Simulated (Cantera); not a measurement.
Input (Python, Cantera) and output of one run.

```python
import numpy as np
import cantera as ct

gas_names = [...]  # 129 gases of nasa_gas.yaml made of C, Ca, H, O, S
cond_names = """
    C(gr) C6H6(L) C7H8(L) C8H18(L),n-octa Ca(a) Ca(b) Ca(L) CaCO3(caL) CaO(s) CaO(L) CaO2H2(s) CaS(s)
    CaSO4(s) H2O(s) H2O(L) H2SO4(L) S(cr1) S(cr2) S(L)
""".split()


# ... load() reads the species with a 1 bar reference pressure and builds the phases ...
atoms = {
    'CaCO3': {'Ca': 1, 'C': 1, 'O': 3},
    'H2S': {'H': 2, 'S': 1},
    'O2': {'O': 2},
}
top_T = {'C(gr)': 4500, 'CaS(s)': 2750, 'CaSO4(s)': 1730}  # K; cautious upper limits of use, not melting points


# ... equilibrate(T, P, feed) seeds the gas with the atoms and calls Mixture.equilibrate('TP', solver="vcs", rtol=1e-11, max_steps=5000) ...
results = []
feed = {'CaCO3': 1, 'H2S': 0.39, 'O2': 0.26}  # mol
P = 1000  # Pa
for T in [1323, 1373, 1423, 1473, 1523, 1573, 1623, 1673, 1723, 1773, 1823]:
    mix = equilibrate(T, P, feed)
    results.append((T, P, feed, dict(zip(mix.species_names, mix.species_moles))))

top = {s: max(r[3][s] / sum(r[3][g] for g in gas_names) for r in results) for s in gas_names}
cols = sorted((s for s in top if top[s] > 1e-05), key=lambda s: -top[s])[:5]
seen = [c for c in cond_names if any(r[3].get(c, 0) > 1e-12 for r in results)]
print("log10 of partial pressures in bar; condensed amounts in mol")
print(f"{'T/K':>10s}" + "".join(f"{s[:9]:>10s}" for s in cols + seen))
for T, P, feed, n in results:
    ng = sum(n[g] for g in gas_names)
    print(f"{T:10.4g}" + "".join(f"{np.log10(max(n[s] / ng * P / 1e5, 1e-99)):10.3f}" for s in cols)
          + "".join(f"{n.get(c, 0):10.4g}" for c in seen))
```

It prints:

```
log10 of partial pressures in bar; condensed amounts in mol
       T/K       CO2        CO       H2O       SO2        H2    CaO(s)    CaS(s)
      1323    -2.246    -3.249    -2.638    -2.897    -3.909    0.8344    0.1656
      1373    -2.270    -3.095    -2.651    -2.878    -3.789    0.8567    0.1433
      1423    -2.302    -2.962    -2.667    -2.857    -3.682    0.8853    0.1147
      1473    -2.340    -2.848    -2.686    -2.836    -3.587    0.9208   0.07924
      1523    -2.386    -2.751    -2.707    -2.818    -3.501    0.9634    0.0366
      1573    -2.432    -2.679    -2.728    -2.801    -3.435         1         0
      1623    -2.459    -2.642    -2.736    -2.777    -3.409         1         0
      1673    -2.485    -2.612    -2.743    -2.757    -3.389         1         0
      1723    -2.508    -2.587    -2.748    -2.742    -3.374         1         0
      1773    -2.527    -2.569    -2.753    -2.731    -3.364         1         0
      1823    -2.543    -2.555    -2.756    -2.723    -3.360         1         0
```

Equilibrium computed with Cantera from the NASA thermochemical tables; the gas is ideal and each condensed phase is pure. Mutual solubility and eutectic melting of coexisting phases are not modelled.
